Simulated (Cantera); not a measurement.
Feed: 1 mol Al, 29 mol N2O, 14 mol N2, held at 2075 K and 48.0 Pa.

Cantera equilibrium calculation (NASA polynomials, part measured and part estimated; ideal gas, pure solids and liquids). Candidate condensed phases: Al, AlN, Al2O3; 16 gas species. Equilibrium is a limit: real reactors are often held back by kinetics, nucleation or transport.

Base state: N2 0.744, O2 0.222, O 0.0251, NO 0.00933 (mole fractions); condensed: Al2O3(s).

What changes in the equilibrium state with this change: temperature from 2075 K to 1850 K?


```
species         before    after
-------------  -------  -------
N2               0.744    0.754
O2               0.222    0.237
NO             0.00933  0.00509
O               0.0251  0.00429
Al2O3(s), mol    0.500    0.500
```
